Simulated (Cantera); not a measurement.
An adiabatic, constant-pressure homogeneous reactor starts with CH₄ : H₂ : O₂ : N₂ = 1 : 0.24 : 3.37 : 12.7 (molar parts), at 1373 K and 190000 Pa. Integrator tolerance rtol = 1e-08.

Computed with Cantera and GRI-Mech 3.0 (53 species, 325 reactions).

### Question
What does this change do: pressure from 190000 Pa to 2000000 Pa?

### Answer
```tsv
quantity	before	after
time of steepest temperature rise	0.639 ms	91.1 µs
temperature at 0.700 s	2503 K	2559 K
equilibrium temperature	2503 K	2559 K
x(CH₄) at 0.700 s	<1e-12 (gas-phase equilibrium <1e-12)	<1e-12 (gas-phase equilibrium <1e-12)
x(H₂) at 0.700 s	0.00208 (gas-phase equilibrium 0.00208)	0.000869 (gas-phase equilibrium 0.000869)
x(O₂) at 0.700 s	0.0659 (gas-phase equilibrium 0.0659)	0.0650 (gas-phase equilibrium 0.0650)
x(O) at 0.700 s	0.00275 (gas-phase equilibrium 0.00275)	0.00110 (gas-phase equilibrium 0.00110)
x(CH₂CO) at 0.700 s	<1e-12 (gas-phase equilibrium <1e-12)	<1e-12 (gas-phase equilibrium <1e-12)
x(HCO) at 0.700 s	1.26e-9 (gas-phase equilibrium 1.26e-9)	1.37e-9 (gas-phase equilibrium 1.37e-9)
```
The pressure lies above the range GRI-Mech 3.0 was tuned for (to about 10 atm).

### Question
What does this change do: initial temperature 1373 to 975 K?

### Answer
```csv
quantity,before,after
time of steepest temperature rise,0.639 ms,48.0 ms
temperature at 0.700 s,2503 K,2235 K
equilibrium temperature,2503 K,2235 K
x(CH₄) at 0.700 s,<1e-12 (gas-phase equilibrium <1e-12),<1e-12 (gas-phase equilibrium <1e-12)
x(H₂) at 0.700 s,0.00208 (gas-phase equilibrium 0.00208),0.000504 (gas-phase equilibrium 0.000504)
x(O₂) at 0.700 s,0.0659 (gas-phase equilibrium 0.0659),0.0683 (gas-phase equilibrium 0.0683)
x(O) at 0.700 s,0.00275 (gas-phase equilibrium 0.00275),0.000642 (gas-phase equilibrium 0.000642)
x(CH₂CO) at 0.700 s,<1e-12 (gas-phase equilibrium <1e-12),<1e-12 (gas-phase equilibrium <1e-12)
x(HCO) at 0.700 s,1.26e-9 (gas-phase equilibrium 1.26e-9),5.68e-11 (gas-phase equilibrium 5.68e-11)
```
Below about 1000 K GRI-Mech 3.0 lacks low-temperature oxidation paths.
